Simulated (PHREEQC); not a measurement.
NaOH is added in steps, without added water, to 1 kg of water holding 0.053 mol H3PO4, 0.066 mol K2HPO4 and 0.017 mol ZnSO4, at 20 °C. Oxygen is held at 0.21 atm. The system is closed to CO2. Solids allowed: Zincite(c), Zn4(OH)6SO4, Zn3(PO4)2:4w, Mirabilite, Goslarite. Others were left out.

Base run: PHREEQC, ion-association model, wateq4f.dat. Each further column changes one thing. The table gives Zn+2 (mol/kgw).

```csv
NaOH added (mol),base,H3PO4 from 0.053 to 0.0265 mol/kgw,ZnSO4 from 0.017 to 0.0153 mol/kgw,no solid may form
0,0.00538,2.52e-5,0.00426,0.0136
0.024,4.41e-5,6.80e-6,3.62e-5,0.0139
0.056,8.66e-6,1.33e-6,8.05e-6,0.0142
0.08,4.05e-6,?,?,?
0.104,1.54e-6,9.72e-11,1.41e-6,0.0135
0.136,6.77e-8,?,6.68e-8,0.00149
0.16,1.43e-10,1.34e-12,1.00e-10,1.05e-6
```

### Question
Complete the blanks.

### Answer

- 0.08, H3PO4 from 0.053 to 0.0265 mol/kgw: 7.53e-8
- 0.08, ZnSO4 from 0.017 to 0.0153 mol/kgw: 3.81e-6
- 0.08, no solid may form: 0.0144
- 0.136, H3PO4 from 0.053 to 0.0265 mol/kgw: 6.29e-12

H3PO4, which wateq4f.dat lacks, is added to it with the constant of phreeqc.dat. The database has no phosphate complexes of Zn. In at least one series the solution becomes supersaturated in solids that the run did not let form, among them Zincite(c), Zn4(OH)6SO4, Zn3(PO4)2:4w.
